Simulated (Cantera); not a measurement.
Input (Python, Cantera) and output of one run.

```python
import numpy as np
import cantera as ct

gas_names = """
    CL CL2 H HCL H2 N NH NH2 NH3 N2 N2H2 N2H4 Si SiCL SiCL2 SiCL3 SiCL4 SiH SiHCL3 SiH2 SiH2CL2 SiH3
    SiH3CL SiH4 SiN Si2 Si2N Si3
""".split()
cond_names = """
    NH4CL(a) NH4CL(b) Si(cr) Si(L) Si3N4(a)
""".split()


# ... load() reads the species with a 1 bar reference pressure and builds the phases ...
atoms = {
    'SiHCl3': {'Si': 1, 'H': 1, 'CL': 3},
    'N2': {'N': 2},
}
top_T = {'Si3N4(a)': 2400}  # K; cautious upper limits of use, not melting points


# ... equilibrate(T, P, feed) seeds the gas with the atoms and calls Mixture.equilibrate('TP', solver="vcs", rtol=1e-11, max_steps=5000) ...
results = []
feed = {'SiHCl3': 1, 'N2': 6.8}  # mol
T = 1523  # K
P = 140  # Pa
mix = equilibrate(T, P, feed)
results.append((T, P, feed, dict(zip(mix.species_names, mix.species_moles))))
x = sorted(zip(gas.X, gas.species_names), reverse=True)
print(f"T = {T:g} K  P = {P:g} Pa  gas = {mix.phase_moles(0):.4g} mol")
print("   x: " + "  ".join(f"{s} {v:.3e}" for v, s in x if v > 0.0001))
print("   condensed (mol): " + ("  ".join(f"{mix.phase(i).name} {mix.phase_moles(i):.4g}"
      for i in range(1, mix.n_phases) if mix.phase_moles(i) > 1e-12) or "none"))
```

It prints:

```
T = 1523 K  P = 140 Pa  gas = 8.739 mol
   x: N2 7.781e-01  SiCL2 1.024e-01  HCL 9.925e-02  SiCL3 9.421e-03  H2 7.552e-03  SiCL4 2.589e-03  CL 5.661e-04
   condensed (mol): none
```

Cantera equilibrium calculation (NASA polynomials, part measured and part estimated; ideal gas, pure solids and liquids). The tables' values for SiCl3 are old estimates; treat these amounts as uncertain.
